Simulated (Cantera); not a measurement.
Charge: 1 mol Mg(OH)2, 0.02 mol CO2, 3.5 mol H2, equilibrated at 1850 K and 0.000170 bar.

Cantera equilibrium calculation (NASA polynomials, part measured and part estimated; ideal gas, pure solids and liquids). Candidate condensed phases: C, C6H6, C7H8, C8H18, H2O, Mg, MgCO3, MgO, Mg(OH)2; 116 gas species. Kinetics and transport are ignored.

Q: What is the equilibrium state?

A: 
```
Property                                    Value
--------------------------------------  ---------
x(H2)                                       0.695
x(H2O)                                      0.240
x(H)                                       0.0344
x(Mg)                                      0.0253
x(CO)                                     0.00390
x(OH)                                    0.000879
x(CO2)                                   0.000335
x(MgOH)                                   8.20e-5
x(O)                                      3.32e-5
n(MgO(s))                               0.880 mol
gas amount                              4.723 mol
log10 activity of Mg(l) (absent)            -6.62
log10 activity of C(graphite) (absent)      -9.37
```
